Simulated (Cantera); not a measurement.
MgO + O2 + H2O + H2S (roasting and sulfation)

Charge: 1 mol MgO, 0.99 mol O2, 0.1 mol H2O, a varied amount of H2S, equilibrated at 1400 °C and 17.0 bar.

Method: chemical equilibrium by Gibbs-energy minimisation in Cantera with the NASA 1993 tables (ideal gas, pure condensed phases). Candidate condensed phases: H2O, H2SO4, Mg, MgO, Mg(OH)2, MgS, MgSO4, S; 26 gas species. Equilibrium is a limit: real reactors are often held back by kinetics, nucleation or transport.

From 0.12 mol H2S to 1 mol H2S the condensed part is MgO(s). The main Mg-bearing gas is Mg(OH)2 throughout.

| n(H2S) (mol) | log p O2 | log p H2O | log p SO2 | log p S2 | log p H2S | log p H2 | log p SO3 | n MgO(s) |
|---|---|---|---|---|---|---|---|---|
| 0.12 | 1.08 | 0.51 | 0.23 | <-10 | <-10 | -4.85 | -1.01 | 1.00 |
| 0.2 | 0.99 | 0.63 | 0.44 | <-10 | <-10 | -4.68 | -0.84 | 1.000 |
| 0.27 | 0.91 | 0.71 | 0.56 | <-10 | <-10 | -4.56 | -0.76 | 1.000 |
| 0.35 | 0.79 | 0.78 | 0.66 | <-10 | <-10 | -4.43 | -0.72 | 1.000 |
| 0.43 | 0.65 | 0.84 | 0.74 | <-10 | <-10 | -4.30 | -0.71 | 1.000 |
| 0.5 | 0.47 | 0.88 | 0.79 | <-10 | <-10 | -4.17 | -0.74 | 1.000 |
| 0.58 | 0.15 | 0.92 | 0.85 | <-10 | -10.52 | -3.97 | -0.85 | 1.000 |
| 0.65 | -0.81 | 0.96 | 0.89 | <-10 | -9.00 | -3.46 | -1.29 | 1.000 |
| 0.73 | -6.38 | 0.95 | 0.86 | -0.48 | -0.69 | -0.68 | -4.10 | 1.000 |
| 0.8 | -6.58 | 0.95 | 0.82 | -0.16 | -0.43 | -0.58 | -4.24 | 1.000 |
| 0.88 | -6.72 | 0.95 | 0.77 | 0.02 | -0.26 | -0.51 | -4.36 | 1.000 |
| 0.95 | -6.81 | 0.96 | 0.73 | 0.13 | -0.16 | -0.46 | -4.45 | 1.000 |
| 1 | -6.87 | 0.96 | 0.70 | 0.19 | -0.10 | -0.43 | -4.50 | 1.000 |
log p: log10 of the partial pressure in bar; n: condensed amount in mol.
